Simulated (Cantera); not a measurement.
# SiHCl3 + CH4 + H2 (silicon carbide growth)

Input: 1 mol SiHCl3, 1.9 mol CH4, 290 mol H2, equilibrated at 875 °C.

Method: chemical equilibrium by Gibbs-energy minimisation in Cantera with the NASA 1993 tables (ideal gas, pure condensed phases). Candidate condensed phases: C, C6H6, C7H8, C8H18, Si, SiC; 109 gas species. The numbers say what is thermodynamically allowed, not how fast it happens.

| P (Pa) | log p H2 | log p HCl | log p CH4 | log p SiHCl3 | n C(graphite) | n SiC(s) |
|---|---|---|---|---|---|---|
| 100 | -3.00 | -4.99 | -7.63 | -11.82 | 0.893 | 1.000 |
| 270 | -2.57 | -4.56 | -6.77 | -10.95 | 0.881 | 1.000 |
| 720 | -2.15 | -4.14 | -5.92 | -10.10 | 0.851 | 1.000 |
| 1900 | -1.73 | -3.71 | -5.08 | -9.26 | 0.769 | 1.000 |
| 5200 | -1.29 | -3.28 | -4.20 | -8.38 | 0.543 | 1.000 |
| 14000 | -0.86 | -2.85 | -3.37 | -7.49 | 0 | 1.000 |
| 37000 | -0.44 | -2.42 | -2.95 | -6.23 | 0 | 0.999 |
| 100000 | -0.01 | -2.00 | -2.51 | -4.94 | 0 | 0.993 |
log p: log10 of the partial pressure in bar; n: condensed amount in mol.

From 1.00 mbar to 52.0 mbar the condensed part is C(graphite) + SiC(s). From 0.140 bar to 1.00 bar the condensed part is SiC(s). The main Si-bearing gas is SiCl2 at 1.00 mbar and SiHCl3 at 1.00 bar.
